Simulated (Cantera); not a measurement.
A perfectly stirred reactor is fed with CH4 : C2H6 : C3H8 : O2 : N2 : H2O = 1 : 1.3 : 0.051 : 4.86 : 21.9 : 0.8 (molar parts), at 14.0 bar; it is adiabatic with a 500 K inlet, and is followed from long to short residence time, starting on the burning branch (τ in s: 0.033, 0.014, 0.0061, 0.0026, 0.0011, 0.00049, 0.00021, 9.1e-05, 3.9e-05, 1.7e-05).

Cantera simulation using GRI-Mech 3.0 (53 species, 325 reactions); the numbers are that mechanism's predictions, not measurements. The pressure lies above the range GRI-Mech 3.0 was tuned for (to about 10 atm).

Problem. Predict: blow-out, bracketed by the residence times tried; x(CH4) at τ = 33.0 ms; x(C2H6) at τ = 33.0 ms; x(C3H8) at τ = 33.0 ms; x(N2O) at τ = 33.0 ms; x(CH2) at τ = 33.0 ms; x(CH4) at τ = 0.490 ms; x(C2H6) at τ = 0.490 ms; x(C3H8) at τ = 0.490 ms; x(N2O) at τ = 0.490 ms; x(CH2) at τ = 0.490 ms.

Solution. 
```json
{
  "blow_out_bracketed_by_the_residence_times_tried": "burning at 0.210 ms, out at 91.0 µs",
  "x(CH4) at τ = 33.0 ms": "0.00173",
  "x(C2H6) at τ = 33.0 ms": "1.99e-6",
  "x(C3H8) at τ = 33.0 ms": "2.44e-8",
  "x(N2O) at τ = 33.0 ms": "2.87e-9",
  "x(CH2) at τ = 33.0 ms": "1.86e-7",
  "x(CH4) at τ = 0.490 ms": "0.00497",
  "x(C2H6) at τ = 0.490 ms": "0.000114",
  "x(C3H8) at τ = 0.490 ms": "1.72e-6",
  "x(N2O) at τ = 0.490 ms": "4.12e-8",
  "x(CH2) at τ = 0.490 ms": "3.76e-6"
}
```
